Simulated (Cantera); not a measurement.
What does this Cantera script print?

```python
import numpy as np
import cantera as ct

gas_names = """
    AL ALCL ALCL2 ALCL3 ALH AL2 AL2CL6 CL CL2 H HCL H2
""".split()
cond_names = """
    AL(cr) AL(L) ALCL3(s) ALCL3(L)
""".split()


# ... load() reads the species with a 1 bar reference pressure and builds the phases ...
atoms = {
    'Al': {'AL': 1},
    'HCl': {'H': 1, 'CL': 1},
}
top_T = {}  # K; cautious upper limits of use, not melting points


# ... equilibrate(T, P, feed) seeds the gas with the atoms and calls Mixture.equilibrate('TP', solver="vcs", rtol=1e-11, max_steps=5000) ...
results = []
P = 51  # Pa
for T in [675, 725, 775, 825, 875, 925, 975, 1025, 1075, 1125, 1175, 1225, 1275]:
    for m in [1.9, 2.2, 2.7, 3.2, 3.8, 4.6, 5.5, 6.6, 7.9, 9.5, 11, 14, 16]:
        feed = {'Al': 1, 'HCl': m}  # mol
        mix = equilibrate(T, P, feed)
        results.append((T, P, feed, dict(zip(mix.species_names, mix.species_moles))))

for T, P, feed, n in results:
    print(f"{T:7g} {feed['HCl']:10.4g}  " + (" + ".join(c for c in cond_names if n.get(c, 0) > 1e-12) or "gas only"))
```

It prints:

```
    675        1.9  AL(cr)
    675        2.2  AL(cr)
    675        2.7  AL(cr)
    675        3.2  gas only
    675        3.8  gas only
    675        4.6  gas only
    675        5.5  gas only
    675        6.6  gas only
    675        7.9  gas only
    675        9.5  gas only
    675         11  gas only
    675         14  gas only
    675         16  gas only
    725        1.9  AL(cr)
    725        2.2  AL(cr)
    725        2.7  AL(cr)
    725        3.2  gas only
    725        3.8  gas only
    725        4.6  gas only
    725        5.5  gas only
    725        6.6  gas only
    725        7.9  gas only
    725        9.5  gas only
    725         11  gas only
    725         14  gas only
    725         16  gas only
    775        1.9  AL(cr)
    775        2.2  AL(cr)
    775        2.7  AL(cr)
    775        3.2  gas only
    775        3.8  gas only
    775        4.6  gas only
    775        5.5  gas only
    775        6.6  gas only
    775        7.9  gas only
    775        9.5  gas only
    775         11  gas only
    775         14  gas only
    775         16  gas only
    825        1.9  AL(cr)
    825        2.2  AL(cr)
    825        2.7  AL(cr)
    825        3.2  gas only
    825        3.8  gas only
    825        4.6  gas only
    825        5.5  gas only
    825        6.6  gas only
    825        7.9  gas only
    825        9.5  gas only
    825         11  gas only
    825         14  gas only
    825         16  gas only
    875        1.9  AL(cr)
    875        2.2  AL(cr)
    875        2.7  AL(cr)
    875        3.2  gas only
    875        3.8  gas only
    875        4.6  gas only
    875        5.5  gas only
    875        6.6  gas only
    875        7.9  gas only
    875        9.5  gas only
    875         11  gas only
    875         14  gas only
    875         16  gas only
    925        1.9  AL(cr)
    925        2.2  AL(cr)
    925        2.7  gas only
    925        3.2  gas only
    925        3.8  gas only
    925        4.6  gas only
    925        5.5  gas only
    925        6.6  gas only
    925        7.9  gas only
    925        9.5  gas only
    925         11  gas only
    925         14  gas only
    925         16  gas only
    975        1.9  gas only
    975        2.2  gas only
    975        2.7  gas only
    975        3.2  gas only
    975        3.8  gas only
    975        4.6  gas only
    975        5.5  gas only
    975        6.6  gas only
    975        7.9  gas only
    975        9.5  gas only
    975         11  gas only
    975         14  gas only
    975         16  gas only
   1025        1.9  gas only
   1025        2.2  gas only
   1025        2.7  gas only
   1025        3.2  gas only
   1025        3.8  gas only
   1025        4.6  gas only
   1025        5.5  gas only
   1025        6.6  gas only
   1025        7.9  gas only
   1025        9.5  gas only
   1025         11  gas only
   1025         14  gas only
   1025         16  gas only
   1075        1.9  gas only
   1075        2.2  gas only
   1075        2.7  gas only
   1075        3.2  gas only
   1075        3.8  gas only
   1075        4.6  gas only
   1075        5.5  gas only
   1075        6.6  gas only
   1075        7.9  gas only
   1075        9.5  gas only
   1075         11  gas only
   1075         14  gas only
   1075         16  gas only
   1125        1.9  gas only
   1125        2.2  gas only
   1125        2.7  gas only
   1125        3.2  gas only
   1125        3.8  gas only
   1125        4.6  gas only
   1125        5.5  gas only
   1125        6.6  gas only
   1125        7.9  gas only
   1125        9.5  gas only
   1125         11  gas only
   1125         14  gas only
   1125         16  gas only
   1175        1.9  gas only
   1175        2.2  gas only
   1175        2.7  gas only
   1175        3.2  gas only
   1175        3.8  gas only
   1175        4.6  gas only
   1175        5.5  gas only
   1175        6.6  gas only
   1175        7.9  gas only
   1175        9.5  gas only
   1175         11  gas only
   1175         14  gas only
   1175         16  gas only
   1225        1.9  gas only
   1225        2.2  gas only
   1225        2.7  gas only
   1225        3.2  gas only
   1225        3.8  gas only
   1225        4.6  gas only
   1225        5.5  gas only
   1225        6.6  gas only
   1225        7.9  gas only
   1225        9.5  gas only
   1225         11  gas only
   1225         14  gas only
   1225         16  gas only
   1275        1.9  gas only
   1275        2.2  gas only
   1275        2.7  gas only
   1275        3.2  gas only
   1275        3.8  gas only
   1275        4.6  gas only
   1275        5.5  gas only
   1275        6.6  gas only
   1275        7.9  gas only
   1275        9.5  gas only
   1275         11  gas only
   1275         14  gas only
   1275         16  gas only
```

Method: chemical equilibrium by Gibbs-energy minimisation in Cantera with the NASA 1993 tables (ideal gas, pure condensed phases). The tables' values for AlCl2 are old estimates.
